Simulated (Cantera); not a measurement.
Cantera run:

```python
import numpy as np
import cantera as ct

gas_names = [...]  # 109 gases of nasa_gas.yaml made of C, Cl, H, Si
cond_names = """
    C(gr) C6H6(L) C7H8(L) C8H18(L),n-octa Si(cr) Si(L) SiC(b)
""".split()


# ... load() reads the species with a 1 bar reference pressure and builds the phases ...
atoms = {
    '(CH3)2SiCl2': {'C': 2, 'H': 6, 'Si': 1, 'CL': 2},
    'CH4': {'C': 1, 'H': 4},
    'H2': {'H': 2},
}
top_T = {'C(gr)': 4500, 'SiC(b)': 3050}  # K; cautious upper limits of use, not melting points


# ... equilibrate(T, P, feed) seeds the gas with the atoms and calls Mixture.equilibrate('TP', solver="vcs", rtol=1e-11, max_steps=5000) ...
results = []
feed = {'(CH3)2SiCl2': 1, 'CH4': 0.43, 'H2': 65}  # mol
T = 2048.15  # K
for P in [100, 400, 1600, 6300, 25000, 100000]:
    mix = equilibrate(T, P, feed)
    results.append((T, P, feed, dict(zip(mix.species_names, mix.species_moles))))

top = {s: max(r[3][s] / sum(r[3][g] for g in gas_names) for r in results) for s in gas_names}
cols = sorted((s for s in top if top[s] > 1e-05), key=lambda s: -top[s])[:5]
seen = [c for c in cond_names if any(r[3].get(c, 0) > 1e-12 for r in results)]
print("log10 of partial pressures in bar; condensed amounts in mol")
print(f"{'P/Pa':>10s}" + "".join(f"{s[:9]:>10s}" for s in cols + seen))
for T, P, feed, n in results:
    ng = sum(n[g] for g in gas_names)
    print(f"{P:10.4g}" + "".join(f"{np.log10(max(n[s] / ng * P / 1e5, 1e-99)):10.3f}" for s in cols)
          + "".join(f"{n.get(c, 0):10.4g}" for c in seen))
```

It prints:

```
log10 of partial pressures in bar; condensed amounts in mol
      P/Pa        H2         H       HCL        Si        CL     C(gr)    SiC(b)
       100    -3.046    -4.173    -4.589    -5.306    -5.846     1.668    0.5752
       400    -2.427    -3.863    -3.965    -5.306    -5.532     1.392    0.8857
      1600    -1.817    -3.558    -3.353    -5.306    -5.225     1.322    0.9631
      6300    -1.218    -3.258    -2.753    -5.306    -4.924     1.303     0.983
   2.5e+04    -0.617    -2.958    -2.152    -5.306    -4.623     1.292    0.9884
     1e+05    -0.014    -2.657    -1.548    -5.306    -4.321     1.271    0.9899
```

Equilibrium computed with Cantera from the NASA thermochemical tables; the gas is ideal and each condensed phase is pure. The feed counts by its element totals alone. The tables' values for SiCl are old estimates; treat these amounts as uncertain.
